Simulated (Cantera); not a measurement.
A freely propagating, adiabatic, planar premixed flame of 45.7 % H₂, 11.4 % O₂, 42.9 % N₂, equivalence ratio 2.0, unburnt at 675 K and 3750 Torr; mixture-averaged transport, grid criteria slope 0.08 and curve 0.16, no radiation.

Computed with Cantera and the H2/O2 subset of GRI-Mech 3.0, which has no nitrogen chemistry. The hydrogen kinetics of GRI-Mech 3.0 are dated; newer H2 mechanisms differ, most at raised pressure. Burning velocities carry a grid error of a few per cent, more on coarse grids.

x: mole fraction of selected species; z is measured from the peak of heat release.

```
z (mm)   T (K)  u (m/s)   x H₂      x O₂    x H₂O      x OH       x O     x HO₂
-------  -----  -------  -----  --------  -------  --------  --------  --------
-0.180     675     11.6  0.457     0.114    <1e-8     <1e-8     <1e-8     <1e-8
-0.120     675     11.6  0.457     0.114    <1e-8     <1e-8     <1e-8     <1e-8
-0.0900    675     11.6  0.457     0.114  2.62e-8     <1e-8     <1e-8   3.06e-8
-0.0600    675     11.6  0.456     0.114  1.95e-6     <1e-8   1.26e-8   2.93e-6
-0.0300    716     12.1  0.449     0.114  0.00171   9.06e-5   1.71e-5  0.000569
-0.0150    [?]     16.0  0.415     0.107   0.0249  0.000901  0.000364  0.000548
0          [?]     22.1  0.336    0.0743   0.0972   0.00249   0.00226  0.000263
0.0150     [?]     26.5  0.261    0.0301    0.182   0.00462   0.00296  0.000101
0.0300    1821     28.7  0.230   0.00929    0.223   0.00544   0.00200   3.03e-5
0.0600    1952     30.6  0.225   0.00127    0.241   0.00567   0.00115   4.18e-6
0.120     2067     32.1  0.232  0.000352    0.245   0.00517  0.000704   1.34e-6
0.240     2169     33.5  0.239  0.000171    0.249   0.00415  0.000367   6.98e-7
0.480     2249     34.5  0.246   7.39e-5    0.252   0.00295  0.000160   3.16e-7
```

### Question
Fill in the missing entries.

### Answer

- -0.0150, T (K): 967
- 0, T (K): 1375
- 0.0150, T (K): 1672
